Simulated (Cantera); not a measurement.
An isothermal, constant-pressure homogeneous reactor starts with 5.12 % H2, 94.9 % O2, equivalence ratio 0.027, at 1375 K and 0.0263 atm.

Cantera simulation using GRI-Mech 3.0 (53 species, 325 reactions); the numbers are that mechanism's predictions, not measurements. Radical loss at walls, strong at low pressure, is not modelled. The temperature is held fixed by assumption; the heat of reaction is taken as removed at once.

x: mole fraction; the columns are a selection and need not sum to one.

```json
[
 {"t (s)": "0.00100", "x H2": "0.00112", "x O2": "0.907", "x H": "0.00648", "x H2O2": "1.30e-7", "x HO2": "4.29e-6", "x H2O": "0.0439"},
 {"t (s)": "0.00259", "x H2": "0.000820", "x O2": "0.909", "x H": "0.00540", "x H2O2": "1.15e-7", "x HO2": "4.06e-6", "x H2O": "0.0451"},
 {"t (s)": "0.00669", "x H2": "0.000674", "x O2": "0.917", "x H": "0.00393", "x H2O2": "1.12e-7", "x HO2": "3.82e-6", "x H2O": "0.0465"},
 {"t (s)": "0.0173", "x H2": "0.000424", "x O2": "0.929", "x H": "0.00188", "x H2O2": "1.00e-7", "x HO2": "3.22e-6", "x H2O": "0.0487"},
 {"t (s)": "0.0448", "x H2": "0.000167", "x O2": "0.940", "x H": "0.000451", "x H2O2": "7.32e-8", "x HO2": "2.08e-6", "x H2O": "0.0507"},
 {"t (s)": "0.116", "x H2": "4.11e-5", "x O2": "0.945", "x H": "5.42e-5", "x H2O2": "3.91e-8", "x HO2": "8.89e-7", "x H2O": "0.0518"},
 {"t (s)": "0.300", "x H2": "8.26e-6", "x O2": "0.947", "x H": "4.86e-6", "x H2O2": "1.62e-8", "x HO2": "2.72e-7", "x H2O": "0.0523"},
 {"t (s)": "0.776", "x H2": "1.75e-6", "x O2": "0.947", "x H": "4.74e-7", "x H2O2": "5.93e-9", "x HO2": "8.60e-8", "x H2O": "0.0524"},
 {"t (s)": "2.01", "x H2": "?", "x O2": "0.947", "x H": "?", "x H2O2": "?", "x HO2": "?", "x H2O": "0.0525"},
 {"t (s)": "5.20", "x H2": "1.53e-7", "x O2": "0.947", "x H": "1.24e-8", "x H2O2": "1.01e-9", "x HO2": "5.83e-8", "x H2O": "0.0525"},
 {"t (s)": "13.4", "x H2": "1.04e-7", "x O2": "0.947", "x H": "6.91e-9", "x H2O2": "7.96e-10", "x HO2": "6.61e-8", "x H2O": "0.0525"},
 {"t (s)": "34.8", "x H2": "1.02e-7", "x O2": "0.947", "x H": "6.74e-9", "x H2O2": "7.89e-10", "x HO2": "6.65e-8", "x H2O": "0.0525"},
 {"t (s)": "90.0", "x H2": "1.02e-7", "x O2": "0.947", "x H": "6.74e-9", "x H2O2": "7.89e-10", "x HO2": "6.65e-8", "x H2O": "0.0525"}
]
```

Question: Some entries are withheld; supply them.

Answer: 
- 2.01, x H2: 4.41e-7
- 2.01, x H: 6.04e-8
- 2.01, x H2O2: 2.17e-9
- 2.01, x HO2: 5.07e-8
